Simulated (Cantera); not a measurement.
An isothermal, constant-pressure homogeneous reactor starts with CO : O2 : H2O : N2 = 0.013 : 0.08 : 0.075 : 1 (molar parts), equivalence ratio 0.081, at 1248 K and 3830 Torr.

Computed with Cantera and GRI-Mech 3.0 (53 species, 325 reactions).

x: mole fraction; the columns are a selection and need not sum to one.

```
t (s)           x CO    x O2   x H2O       x HO2        x OH
--------  ----------  ------  ------  ----------  ----------
0.000500      0.0106  0.0682  0.0642     2.93e-5     1.75e-5
0.00168      0.00777  0.0669  0.0642     2.52e-5     1.62e-5
0.00562   (withheld)  0.0649  0.0644  (withheld)  (withheld)
0.0188      0.000744  0.0636  0.0645     4.02e-6     5.74e-6
0.0631       5.62e-5  0.0633  0.0646     3.71e-7     3.24e-6
0.212     (withheld)  0.0633  0.0646  (withheld)     2.32e-6
0.709        1.03e-9  0.0633  0.0646     1.10e-8     2.24e-6
2.38         1.02e-9  0.0633  0.0646     1.10e-8     2.23e-6
7.97         1.02e-9  0.0633  0.0646     1.10e-8     2.23e-6
26.7         1.02e-9  0.0633  0.0646     1.10e-8     2.23e-6
89.5         1.02e-9  0.0633  0.0646     1.10e-8     2.23e-6
300          1.02e-9  0.0633  0.0646     1.10e-8     2.23e-6
```

Fill in the missing entries.


- 0.00562, x CO: 0.00347
- 0.00562, x HO2: 1.42e-5
- 0.00562, x OH: 1.13e-5
- 0.212, x CO: 2.00e-7
- 0.212, x HO2: 1.22e-8
